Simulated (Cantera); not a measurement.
**Equilibrium for aluminium nitride and oxide growth: Al(CH₃)₃ + N₂O + H₂ + O₂**

Charge: 1 mol Al(CH₃)₃, 43 mol N₂O, 10 mol H₂, 0.61 mol O₂, at 1.33 mbar.

These are equilibrium values from Cantera (NASA tables, ideal gas, pure condensed phases), not measurements of a reactor. Candidate condensed phases: Al, AlN, Al₂O₃, C, C₆H₆, C₇H₈, C₈H₁₈, H₂O; 148 gas species. The feed counts by its element totals alone. Equilibrium is a limit: real reactors are often held back by kinetics, nucleation or transport.

| T (K) | log p N₂ | log p H₂O | log p O₂ | log p CO₂ | log p O | log p OH | log p H | log p H₂ | log p CO | n Al₂O₃(s) |
|---|---|---|---|---|---|---|---|---|---|---|
| 1773 | -3.10 | -3.58 | -3.69 | -4.26 | -5.87 | -5.27 | -6.60 | -6.11 | -6.22 | 0.500 |
| 1823 | -3.10 | -3.58 | -3.69 | -4.26 | -5.67 | -5.14 | -6.32 | -5.91 | -6.00 | 0.500 |
| 1873 | -3.10 | -3.58 | -3.70 | -4.27 | -5.47 | -5.02 | -6.05 | -5.72 | -5.79 | 0.500 |
| 1923 | -3.10 | -3.59 | -3.70 | -4.28 | -5.29 | -4.91 | -5.80 | -5.54 | -5.60 | 0.500 |
| 1973 | -3.10 | -3.60 | -3.70 | -4.29 | -5.12 | -4.80 | -5.56 | -5.37 | -5.42 | 0.500 |
| 2023 | -3.11 | -3.61 | -3.71 | -4.31 | -4.95 | -4.70 | -5.33 | -5.22 | -5.25 | 0.500 |
| 2073 | -3.11 | -3.62 | -3.71 | -4.33 | -4.80 | -4.61 | -5.12 | -5.07 | -5.10 | 0.500 |
| 2123 | -3.11 | -3.64 | -3.72 | -4.36 | -4.65 | -4.52 | -4.91 | -4.94 | -4.96 | 0.499 |
| 2173 | -3.12 | -3.66 | -3.73 | -4.41 | -4.51 | -4.44 | -4.73 | -4.82 | -4.84 | 0.499 |
| 2223 | -3.12 | -3.70 | -3.74 | -4.46 | -4.37 | -4.38 | -4.55 | -4.71 | -4.74 | 0.498 |
log p: log10 of the partial pressure in bar; n: condensed amount in mol.

From 1773 K to 2223 K the condensed part is Al₂O₃(s). The main Al-bearing gas is AlO₂H throughout.
